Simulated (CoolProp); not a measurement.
Vapour-liquid equilibrium of C2F6 (R116) (1) + R134a (2) at 218 K; x and y are mole fractions of (1).

Model: multi-fluid Helmholtz-energy mixture model, Lemmon 2006 and Tillner-Roth 1994; pair parameters Bell 2016, in CoolProp.

| x | bubble pressure (MPa) | y at the bubble point | dew pressure at overall composition x (MPa) | liquid density (mol/L) |
|---|---|---|---|---|
| 0.05 | 0.08610 | 0.753 | 0.02277 | 14.11 |
| 0.2 | 0.1978 | ? | 0.02702 | 13.50 |
| 0.35 | ? | 0.920 | 0.03322 | 12.92 |
| 0.5 | 0.2499 | 0.926 | ? | 12.35 |
| 0.65 | ? | 0.931 | 0.06123 | 11.83 |
| 0.8 | 0.2707 | 0.944 | 0.1055 | 11.36 |
| 0.95 | 0.2918 | 0.979 | 0.2751 | 10.97 |

**Question.** Complete the blanks.

**Answer.** 
- 0.2, y at the bubble point: 0.899
- 0.35, bubble pressure (MPa): 0.2375
- 0.5, dew pressure at overall composition x (MPa): 0.04308
- 0.65, bubble pressure (MPa): 0.2577

No azeotrope shows between x = 0.05 and 0.95.

Pair parameters are fitted to limited data, so mixtures are less certain than the pure fluids. With so large a gap from Raoult's law the liquid may split in two, which this calculation doesn't test in full.
